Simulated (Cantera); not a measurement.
A perfectly stirred reactor is fed with NH3 : N2 = 1 : 0.16 (molar parts), at 100.0 Torr; it is held at 1698 K, and followed from long to short residence time.

Model: the gas-phase N/H chemistry of the illustrative SiF4/NH3 mechanism in the Surface Chemkin manual (1991), integrated in Cantera. Walls and surfaces, which speed up NH3 decomposition in real reactors, are not modelled.

One state of this run: x NH3 = 0.576; x NH = 1.22e-6; x N2H4 = 3.74e-8; x N2 = 0.194; x NH2 = 0.000182; x N = 4.11e-8; x H = 2.88e-5. x: mole fraction; the columns are a selection and need not sum to one.

Which value of τ (s) does it belong to?
A. 0.12
B. 0.34
C. 2.8
D. 0.98

C, 2.8
